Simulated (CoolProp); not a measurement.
The fluid at 206.23 K and 0.231 MPa (liquid) is heated at constant pressure to 233.5 K. The same conditions are run with several fluids, on thermodynamics alone (safety and materials aside).

Computed with CoolProp (reference Helmholtz-energy equation of state of each fluid (R141b: Lemmon 2006; R152A: Outcalt 1996; isobutane: Bücker 2006; R245ca: Zhou 2016; tetrahydrofuran: Fiedler 2023)).

| fluid | heat (kJ/kg) | final density (kg/m³) |
|---|---|---|
| R141b | 30.0 | ___ |
| R152A | 42.6 | 1040 |
| isobutane | ___ | 624 |
| R245ca | ___ | ___ |
| tetrahydrofuran | ___ | ___ |

Task: Some entries are withheld; supply them.

Result: 
- R141b, final density (kg/m³): 1350
- isobutane, heat (kJ/kg): 55.7
- R245ca, heat (kJ/kg): 35.9
- R245ca, final density (kg/m³): 1540
- tetrahydrofuran, heat (kJ/kg): 41.2
- tetrahydrofuran, final density (kg/m³): 951
